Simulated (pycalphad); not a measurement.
**Freezing of Ti-Si alloys with rising Si**

Source of the numbers: pycalphad with the COST 507 light-alloy database (1999); pressure 1 atm. The data set is of 1999 and partly superseded. Phase fractions are per mole of atoms.

Scheil-Gulliver runs (no diffusion in the solid, steps of 4 K) beside full equilibrium.

```csv
alloy,liquidus (K),"Scheil, half solid (K)","Scheil, 80 % solid (K)","Scheil, invariant end (K)",liquid left at that end,equilibrium solidus (K)
Ti-2.114Si (wt.%),1879,1823,at the invariant end,1613,0.21,1653
Ti-4.298Si (wt.%),1808,1641,at the invariant end,1613,0.46,1613
Ti-6.543Si (wt.%),1704,at the invariant end,at the invariant end,1613,0.75,1613
Ti-8.858Si (wt.%),1665,at the invariant end,at the invariant end,1613,0.95,1613
Ti-18.89Si (wt.%),2254,1922,at the invariant end,1613,0.36,1613
Ti-30.36Si (wt.%),2355,2268,2113,1747,0.08,2193
```
